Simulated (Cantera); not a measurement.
Charge: 1 mol Si, 0.011 mol CO2, 7.4 mol H2, 0.0058 mol O2, at 1000 Pa.

Equilibrium computed with Cantera from the NASA thermochemical tables; the gas is ideal and each condensed phase is pure. Candidate condensed phases: C, C6H6, C7H8, C8H18, H2O, Si, SiC, SiO2; 123 gas species. Mutual solubility and eutectic melting of coexisting phases are not modelled. The tables hold silica as quartz up to 1696 K and as liquid above; real silica turns to tridymite and cristobalite and melts near 1996 K. Gases not in the tables: Si2H6 and higher silanes. The numbers say what is thermodynamically allowed, not how fast it happens.

What share of the Si ends up in condensed phases as a function of T (K), at 1248, 1323, 1398, 1473, 1548, 1623, 1698, 1773, 1848, 1923, 1998, 2073, 2148, 2223?


```tsv
T (K)	Si condensed (%)	as
1248	99.9	Si(s) + SiC(s) + SiO2(β-quartz)
1323	99.0	Si(s) + SiC(s) + SiO2(β-quartz)
1398	96.7	Si(s) + SiC(s)
1473	96.7	Si(s) + SiC(s)
1548	96.7	Si(s) + SiC(s)
1623	96.8	Si(s) + SiC(s)
1698	96.7	Si(l) + SiC(s)
1773	96.7	Si(l) + SiC(s)
1848	96.5	Si(l) + SiC(s)
1923	95.7	Si(l) + SiC(s)
1998	93.7	Si(l) + SiC(s)
2073	88.7	Si(l)
2148	77.9	Si(l)
2223	55.7	Si(l)
```
